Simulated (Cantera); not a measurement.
Charge: 1 mol Pb, 6.5 mol H₂, equilibrated at 10.0 mbar.

Method: chemical equilibrium by Gibbs-energy minimisation in Cantera with the NASA 1993 tables (ideal gas, pure condensed phases). Candidate condensed phases: Pb; 4 gas species. Equilibrium is a limit: real reactors are often held back by kinetics, nucleation or transport.

log p: log10 of the partial pressure in bar; n: condensed amount in mol.

```tsv
T (°C)	log p H₂	log p Pb	log p H	log p Pb₂	n Pb(l)
925	-2.03	-3.20	-7.73	-7.64	0.568
975	-2.06	-2.89	-7.36	-7.11	0.0285
1025	-2.06	-2.88	…	…	0
1075	-2.06	-2.88	-6.67	-7.28	0
1125	-2.06	-2.88	-6.36	-7.36	0
1175	-2.06	-2.88	-6.07	-7.44	0
1225	-2.06	-2.88	-5.80	-7.52	0
1275	-2.06	-2.88	-5.54	-7.58	0
1325	-2.06	-2.88	…	…	0
1375	-2.06	-2.88	-5.08	-7.71	0
```

Task: Fill in the missing entries.

Result: 
- 1025, log p H: -7.00
- 1025, log p Pb₂: -7.19
- 1325, log p H: -5.31
- 1325, log p Pb₂: -7.65
